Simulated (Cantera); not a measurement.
What does this Cantera script print?

```python
import numpy as np
import cantera as ct

gas_names = """
    P4 H2O2 H2
""".split()
cond_names = """
    P4O10(s)
""".split()


def load(file, names, dense=False):
    # The tables refer to 1 bar. Condensed volumes are neglected.
    table = {s.name: s for s in ct.Species.list_from_file(file)}
    out = []
    for n in names:
        d = dict(table[n].input_data)
        d["thermo"] = dict(d["thermo"], **{"reference-pressure": 1e5})
        if dense:
            d["equation-of-state"] = {"model": "constant-volume", "density": "1e6 g/cm^3"}
        out.append(ct.Species.from_dict(d))
    return out


species = {s.name: s for s in load("nasa_gas.yaml", gas_names) + load("nasa_condensed.yaml", cond_names)}
# Each term lists the table entries of one substance; the one whose range holds T is used.
reactions = {
    'P4(g) + 5 H2O2(g) = 5 H2(g) + P4O10':
        [(-1, ['P4']), (-5, ['H2O2']), (5, ['H2']), (1, ['P4O10(s)'])],
}


def pick(names, T):
    return next(species[n] for n in names if species[n].thermo.min_temp <= T <= species[n].thermo.max_temp)


results = []
for label, terms in reactions.items():
    print(label)
    print("     T/K   dH/kJ  dS/(J/K)   dG/kJ   log10 K")
    for T in [373, 398, 423, 448, 473]:
        used = [(nu, pick(names, T)) for nu, names in terms]
        dH = sum(nu * s.thermo.h(T) for nu, s in used) / 1e6
        dS = sum(nu * s.thermo.s(T) for nu, s in used) / 1e3
        dG = dH - T * dS / 1e3
        logK = -dG * 1e6 / (ct.gas_constant * T * np.log(10))
        results.append((label, T, dH, dS, dG, logK, [s.name for _, s in used]))
        print(f"{T:8g} {dH:8.1f} {dS:8.1f} {dG:8.1f} {logK:8.2f}")
```

Output:

```
P4(g) + 5 H2O2(g) = 5 H2(g) + P4O10
     T/K   dH/kJ  dS/(J/K)   dG/kJ   log10 K
     373  -2380.9   -551.1  -2175.3   304.62
     398  -2378.4   -544.7  -2161.6   283.69
     423  -2375.8   -538.4  -2148.1   265.25
     448  -2373.1   -532.2  -2134.7   248.89
     473  -2370.3   -526.1  -2121.5   234.27
```

Standard-state values (1 bar) from the NASA 1993 polynomials, evaluated with Cantera. Condensed species are held in their standard states even where they would react or evaporate.
